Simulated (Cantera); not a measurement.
Input (Python, Cantera) and output of one run.

```python
import numpy as np
import cantera as ct

gas_names = """
    H HO2 H2 H2O H2O2 Li LiH LiO LiOH Li2 Li2O Li2O2 Li2O2H2 O OH O2 O3
""".split()
cond_names = """
    H2O(s) H2O(L) Li(cr) Li(L) LiH(s) LiH(L) LiOH(s) LiOH(L) Li2O(s) Li2O(L)
""".split()


def load(file, names, dense=False):
    # The tables refer to 1 bar. Condensed volumes are neglected.
    table = {s.name: s for s in ct.Species.list_from_file(file)}
    out = []
    for n in names:
        d = dict(table[n].input_data)
        d["thermo"] = dict(d["thermo"], **{"reference-pressure": 1e5})
        if dense:
            d["equation-of-state"] = {"model": "constant-volume", "density": "1e6 g/cm^3"}
        out.append(ct.Species.from_dict(d))
    return out


gas = ct.Solution(thermo="ideal-gas", species=load("nasa_gas.yaml", gas_names))
cond = {s.name: ct.Solution(thermo="fixed-stoichiometry", species=[s], name=s.name)
        for s in load("nasa_condensed.yaml", cond_names, dense=True)}
atoms = {
    'LiOH': {'Li': 1, 'O': 1, 'H': 1},
    'H2': {'H': 2},
    'O2': {'O': 2},
    'H2O': {'H': 2, 'O': 1},
}
top_T = {}  # K; cautious upper limits of use, not melting points


def equilibrate(T, P, feed):
    n = {}
    for name, mol in feed.items():
        for a, k in atoms[name].items():
            n[a] = n.get(a, 0.0) + k * mol
    gas.TPX = T, P, n
    mass = sum(n.values()) * gas.mean_molecular_weight
    gas.equilibrate("TP")
    valid = [c for c in cond.values() if c.min_temp <= T <= top_T.get(c.name, c.max_temp)]
    mix = ct.Mixture([(gas, mass / gas.mean_molecular_weight)] + [(c, 0.0) for c in valid])
    mix.T, mix.P = T, P
    mix.equilibrate("TP", solver="vcs", rtol=1e-11, max_steps=5000)
    return mix


results = []
feed = {'LiOH': 1, 'H2': 7.6, 'O2': 0.3, 'H2O': 0.047}  # mol
P = 2000  # Pa
for T in [1223, 1298, 1373, 1448, 1523, 1598, 1673, 1748]:
    mix = equilibrate(T, P, feed)
    results.append((T, P, feed, dict(zip(mix.species_names, mix.species_moles))))

top = {s: max(r[3][s] / sum(r[3][g] for g in gas_names) for r in results) for s in gas_names}
cols = sorted((s for s in top if top[s] > 0.001), key=lambda s: -top[s])[:7]
seen = [c for c in cond_names if any(r[3].get(c, 0) > 1e-12 for r in results)]
print("log10 of partial pressures in bar; condensed amounts in mol")
print(f"{'T/K':>10s}" + "".join(f"{s[:9]:>10s}" for s in cols + seen))
for T, P, feed, n in results:
    ng = sum(n[g] for g in gas_names)
    print(f"{T:10.4g}" + "".join(f"{np.log10(max(n[s] / ng * P / 1e5, 1e-99)):10.3f}" for s in cols)
          + "".join(f"{n.get(c, 0):10.4g}" for c in seen))
```

Output:

```
log10 of partial pressures in bar; condensed amounts in mol
       T/K        H2       H2O      LiOH        Li         H   Li2O(s)
      1223    -1.766    -2.556    -4.201    -6.603    -7.405    0.4869
      1298    -1.767    -2.566    -3.761    -5.799    -6.853    0.4639
      1373    -1.770    -2.589    -3.379    -5.079    -6.362    0.4116
      1448    -1.776    -2.634    -3.051    -4.426    -5.923    0.3055
      1523    -1.789    -2.717    -2.778    -3.823    -5.531    0.1081
      1598    -1.799    -2.743    -2.707    -3.502    -5.173         0
      1673    -1.802    -2.714    -2.738    -3.355    -4.845         0
      1748    -1.806    -2.685    -2.775    -3.234    -4.544         0
```

These are equilibrium values from Cantera (NASA tables, ideal gas, pure condensed phases), not measurements of a reactor.
